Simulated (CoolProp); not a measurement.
The fluid at 293.15 K and 0.518 MPa flows at 0.086 m/s in a round tube of 50 mm bore and 45 µm roughness, fully developed (64/Re and Nu = 3.66 if laminar; Colebrook and Gnielinski if turbulent). The same conditions are run with several fluids, on thermodynamics alone (safety and materials aside).

Model: reference Helmholtz-energy equation of state of each fluid (C3F8 (R218): Lemmon 2006; normal hydrogen: Leachman 2009; C2F6 (R116): Lemmon 2006; propylene: Lemmon 2013; sulfur hexafluoride: Guder 2009), in CoolProp.

Rank C3F8 (R218), normal hydrogen, C2F6 (R116), propylene, sulfur hexafluoride by Reynolds number, highest first.

C3F8 (R218) (16600), C2F6 (R116) (9660), sulfur hexafluoride (9450), propylene (4970), normal hydrogen (209)

```json
[
 {"fluid": "C3F8 (R218)", "Darcy friction factor": "0.0288", "pressure drop (Pa/m)": "0.0981", "heat-transfer coefficient (W/(m² K))": "12.6", "mass flow (kg/h)": "28.0"},
 {"fluid": "normal hydrogen", "Darcy friction factor": "0.307", "pressure drop (Pa/m)": "0.00969", "heat-transfer coefficient (W/(m² K))": "13.5", "mass flow (kg/h)": "0.260"},
 {"fluid": "C2F6 (R116)", "Darcy friction factor": "0.0325", "pressure drop (Pa/m)": "0.0749", "heat-transfer coefficient (W/(m² K))": "8.98", "mass flow (kg/h)": "18.9"},
 {"fluid": "propylene", "Darcy friction factor": "0.0384", "pressure drop (Pa/m)": "0.0277", "heat-transfer coefficient (W/(m² K))": "5.95", "mass flow (kg/h)": "5.93"},
 {"fluid": "sulfur hexafluoride", "Darcy friction factor": "0.0327", "pressure drop (Pa/m)": "0.0801", "heat-transfer coefficient (W/(m² K))": "8.00", "mass flow (kg/h)": "20.2"}
]
```

Transport values come from each fluid's own correlations; those of C3F8 (R218), C2F6 (R116), propylene are estimates that may be off by 10 % or more.
